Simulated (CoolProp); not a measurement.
Properties of fluorine at several states (Tc = 144.4 K, pc = 5240 kPa, ω = 0.045).

Values from CoolProp's reference Helmholtz-energy equation of state, de Reuck 1990.

| T (K) | p (kPa) | phase | Z | cp (kJ/(kg K)) | cv (kJ/(kg K)) | isothermal compressibility (1/MPa) | expansivity (1/kK) |
|---|---|---|---|---|---|---|---|
| 245.7 | 354 | gas | 0.9964 | [?] | 0.5815 | 2.835 | 4.130 |
| 69.5 | 4010 | liquid | 0.1635 | 1.473 | [?] | [?] | [?] |
| 212.9 | 308 | gas | 0.9946 | [?] | 0.5688 | 3.265 | 4.787 |

Problem. Complete the blanks.

Solution. 
- 245.7, cp (kJ/(kg K)): 0.8051
- 69.5, cv (kJ/(kg K)): 0.8649
- 69.5, isothermal compressibility (1/MPa): 0.001060
- 69.5, expansivity (1/kK): 3.865
- 212.9, cp (kJ/(kg K)): 0.7937
